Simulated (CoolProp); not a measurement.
Vapour-liquid equilibrium of isobutane (1) + R245fa (2) at 724 kPa; x and y are mole fractions of (1).

Computed with CoolProp (multi-fluid Helmholtz-energy mixture model, Bücker 2006 and Akasaka 2015; pair parameters Bell 2016).

```tsv
x	bubble temperature, mixture model (°C)	bubble temperature, Raoult's law (°C)	y, mixture model	y, Raoult's law
0.05	69.1	75.2	0.190	0.084
0.15	59.1	72.4	0.416	0.237
0.25	53.8	69.7	0.528	0.373
0.35	50.9	67.1	0.590	0.494
0.45	49.3	64.6	0.630	0.600
0.55	48.3	62.2	0.663	0.694
0.65	47.8	59.8	0.697	0.777
0.75	47.6	57.6	0.741	0.851
0.85	48.1	55.4	0.806	0.916
0.95	50.2	53.3	0.915	0.974
```

The largest gap from Raoult's law is -16.2 K in bubble temperature, at x = 0.35. y crosses x between x = 0.65 and 0.75: the model has an azeotrope there.

Pair parameters are fitted to limited data, so mixtures are less certain than the pure fluids. With so large a gap from Raoult's law the liquid may split in two, which this calculation doesn't test in full.
